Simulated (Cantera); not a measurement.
## Nitride etching: BN + HF + H2 + HCl

A closed system holds: 1 mol BN, a varied amount of HF, 1 mol H2, 79 mol HCl, held at 1150 K and 1.33 mbar.

Cantera equilibrium calculation (NASA polynomials, part measured and part estimated; ideal gas, pure solids and liquids). Candidate condensed phases: B, BN, NH4Cl; 40 gas species. Gases not in the tables: BHCl2. Equilibrium is a limit: real reactors are often held back by kinetics, nucleation or transport.

| n(HF) (mol) | x HCl | x HF | x H2 | x BF3 | x BCl3 | x N2 | x Cl | x BHF2 |
|---|---|---|---|---|---|---|---|---|
| 1.1 | 0.950 | 0.00101 | 0.0308 | 0.00418 | 0.00814 | 0.00617 | 9.73e-6 | 4.93e-6 |
| 1.6 | 0.950 | 0.00125 | 0.0306 | 0.00611 | 0.00613 | 0.00613 | 9.77e-6 | 5.75e-6 |
| 2.4 | 0.950 | 0.00181 | 0.0303 | 0.00910 | 0.00303 | 0.00607 | 9.81e-6 | 5.86e-6 |
| 3.6 | 0.945 | 0.00735 | 0.0299 | 0.0119 | 5.82e-5 | 0.00598 | 9.83e-6 | 1.86e-6 |
| 5.3 | 0.926 | 0.0270 | 0.0293 | 0.0117 | 1.10e-6 | 0.00586 | 9.74e-6 | 4.90e-7 |
| 7.9 | 0.899 | 0.0557 | 0.0284 | 0.0114 | 1.10e-7 | 0.00569 | 9.59e-6 | 2.23e-7 |
| 12 | 0.859 | 0.0978 | 0.0272 | 0.0109 | 1.70e-8 | 0.00543 | 9.37e-6 | 1.16e-7 |
| 17 | 0.814 | 0.144 | 0.0258 | 0.0103 | 4.27e-9 | 0.00515 | 9.13e-6 | 7.08e-8 |
x: gas mole fraction; nothing condenses.

From 1.1 mol HF to 17 mol HF nothing is condensed. The main B-bearing gas is BCl3 at 1.1 mol HF and BF3 at 17 mol HF.
